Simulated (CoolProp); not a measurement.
A closed Brayton cycle with dry air: compressor inlet 318.15 K and 2.1 MPa, high pressure 6.73 MPa, turbine inlet 850 K, compressor efficiency 0.8, turbine efficiency 0.85, recuperator effectiveness 0.95 (on enthalpy, no pinch check). Each further row changes one setting.

Values from CoolProp's reference Helmholtz-energy equation of state, Lemmon 2000. It is a pseudo-pure fit of the blend.

| case | thermal efficiency (%) | net work (kJ/kg) | compressor to turbine work | compressor exit (K) | turbine exit (K) |
|---|---|---|---|---|---|
| as stated | (withheld) | 51.8 | 0.75 | 474.9 | 658.5 |
| turbine inlet 800 K | 18.8 | (withheld) | (withheld) | 474.9 | 618.1 |
| compressor inlet 328.15 K | 21.0 | (withheld) | (withheld) | 489.5 | 658.5 |
| high pressure 5.72 MPa | 25.9 | 51.7 | (withheld) | (withheld) | 682.3 |
| recuperator effectiveness 0.5 | (withheld) | 51.8 | 0.75 | 474.9 | 658.5 |

Problem. Fill in the missing entries.

Solution. 
- as stated, thermal efficiency (%): 23.2
- turbine inlet 800 K, net work (kJ/kg): 39.1
- turbine inlet 800 K, compressor to turbine work: 0.80
- compressor inlet 328.15 K, net work (kJ/kg): 46.6
- compressor inlet 328.15 K, compressor to turbine work: 0.78
- high pressure 5.72 MPa, compressor to turbine work: 0.72
- high pressure 5.72 MPa, compressor exit (K): 449.9
- recuperator effectiveness 0.5, thermal efficiency (%): 16.7
